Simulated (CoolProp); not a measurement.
Properties of R245fa along the isobar 9710 kPa (Tc = 153.9 °C, pc = 3651 kPa, ω = 0.378).

Model: reference Helmholtz-energy equation of state, Akasaka 2015, in CoolProp.

```tsv
T (°C)	phase	cv (kJ/(kg K))	speed of sound (m/s)
-75.35	liquid	0.8024	1147
-53.35	liquid	0.8194	1048
-31.35	liquid	0.8445	953.0
-9.35	liquid	0.8751	862.7
12.75	liquid	0.9084	777.6
34.75	liquid	0.9421	697.4
56.75	liquid	0.9753	620.6
78.75	liquid	1.008	545.9
100.75	liquid	1.041	472.5
122.85	liquid	1.076	400.2
144.85	liquid	1.111	330.5
166.85	supercritical	1.150	265.9
```
